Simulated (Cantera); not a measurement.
A perfectly stirred reactor is fed with CH4 : O2 : N2 = 1 : 1.18 : 4.42 (molar parts), equivalence ratio 1.7, at 1.80 bar; it is adiabatic with a 650 K inlet, and is followed from long to short residence time, starting on the burning branch (τ in s: 0.44, 0.16, 0.058, 0.021, 0.0077, 0.0028, 0.001, 0.00037, 0.00013, 4.9e-05, 1.8e-05).

Detailed kinetics in Cantera: GRI-Mech 3.0 (53 species, 325 reactions).

What does this change do: N2 4.42 to 6.3 parts?


```tsv
quantity	before	after
blow-out, bracketed by the residence times tried	burning at 0.370 ms, out at 0.130 ms	burning at 2.80 ms, out at 1.00 ms
x(CH4) at τ = 0.440 s	0.000469	0.00392
x(O2) at τ = 0.440 s	2.62e-5	0.000155
x(CH2O) at τ = 0.440 s	7.68e-7	1.85e-6
x(HO2) at τ = 0.440 s	5.74e-9	2.81e-8
x(HCO) at τ = 0.440 s	4.20e-8	1.15e-8
x(CH4) at τ = 2.80 ms	0.00568	0.0129
x(O2) at τ = 2.80 ms	0.00223	0.00914
x(CH2O) at τ = 2.80 ms	3.31e-5	7.43e-5
x(HO2) at τ = 2.80 ms	6.53e-7	3.41e-6
x(HCO) at τ = 2.80 ms	6.56e-7	4.76e-7
```

What does this change do: pressure from 1.80 bar to 0.280 bar?


```tsv
quantity	before	after
blow-out, bracketed by the residence times tried	burning at 0.370 ms, out at 0.130 ms	burning at 1.00 ms, out at 0.370 ms
x(CH4) at τ = 0.440 s	0.000469	0.000192
x(O2) at τ = 0.440 s	2.62e-5	5.03e-5
x(CH2O) at τ = 0.440 s	7.68e-7	1.37e-6
x(HO2) at τ = 0.440 s	5.74e-9	5.29e-9
x(HCO) at τ = 0.440 s	4.20e-8	7.05e-8
x(CH4) at τ = 2.80 ms	0.00568	0.00323
x(O2) at τ = 2.80 ms	0.00223	0.00381
x(CH2O) at τ = 2.80 ms	3.31e-5	6.57e-5
x(HO2) at τ = 2.80 ms	6.53e-7	8.63e-7
x(HCO) at τ = 2.80 ms	6.56e-7	4.69e-6
```
